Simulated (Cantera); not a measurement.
A closed system holds: 1 mol SiH2Cl2, 0.19 mol N2O, 43 mol N2, held at 6.30 Pa.

Cantera equilibrium calculation (NASA polynomials, part measured and part estimated; ideal gas, pure solids and liquids). Candidate condensed phases: H2O, NH4Cl, Si, SiO2, Si2N2O, Si3N4; 47 gas species. Mutual solubility and eutectic melting of coexisting phases are not modelled. The tables' values for SiCl3, SiCl, SiN are old estimates; treat these amounts as uncertain. The numbers say what is thermodynamically allowed, not how fast it happens.

x: gas mole fraction; n: condensed amount in mol.

```json
[
 {"T (K)": "850", "x N2": "0.957", "x HCl": "0.0361", "x SiCl2": "7.44e-8", "x H2": "0.00441", "x SiO": "<1e-12", "n Si2N2O(s)": "0.190", "n Si3N4(s)": "0.174"},
 {"T (K)": "950", "x N2": "0.957", "x HCl": "0.0371", "x SiCl2": "4.71e-6", "x H2": "0.00388", "x SiO": "<1e-12", "n Si2N2O(s)": "0.190", "n Si3N4(s)": "0.178"},
 {"T (K)": "1050", "x N2": "0.957", "x HCl": "0.0378", "x SiCl2": "0.000130", "x H2": "0.00356", "x SiO": "?", "n Si2N2O(s)": "0.190", "n Si3N4(s)": "0.179"},
 {"T (K)": "1150", "x N2": "0.956", "x HCl": "0.0370", "x SiCl2": "0.00158", "x H2": "0.00392", "x SiO": "?", "n Si2N2O(s)": "0.190", "n Si3N4(s)": "0.164"},
 {"T (K)": "1250", "x N2": "0.956", "x HCl": "0.0312", "x SiCl2": "0.00599", "x H2": "0.00671", "x SiO": "?", "n Si2N2O(s)": "0.190", "n Si3N4(s)": "0.111"},
 {"T (K)": "1350", "x N2": "0.955", "x HCl": "0.0217", "x SiCl2": "0.0111", "x H2": "0.0114", "x SiO": "?", "n Si2N2O(s)": "0.187", "n Si3N4(s)": "0.0388"},
 {"T (K)": "1450", "x N2": "0.953", "x HCl": "0.0133", "x SiCl2": "0.0153", "x H2": "0.0154", "x SiO": "?", "n Si2N2O(s)": "0.0738", "n Si3N4(s)": "0.0129"},
 {"T (K)": "1550", "x N2": "0.951", "x HCl": "0.00937", "x SiCl2": "0.0171", "x H2": "0.0171", "x SiO": "0.00418", "n Si2N2O(s)": "0", "n Si3N4(s)": "0"},
 {"T (K)": "1650", "x N2": "0.949", "x HCl": "0.0119", "x SiCl2": "0.0154", "x H2": "0.0153", "x SiO": "0.00417", "n Si2N2O(s)": "0", "n Si3N4(s)": "0"}
]
```

Q: Complete the blanks.

A: 
- 1050, x SiO: 2.60e-11
- 1150, x SiO: 8.82e-9
- 1250, x SiO: 1.16e-6
- 1350, x SiO: 7.30e-5
- 1450, x SiO: 0.00257
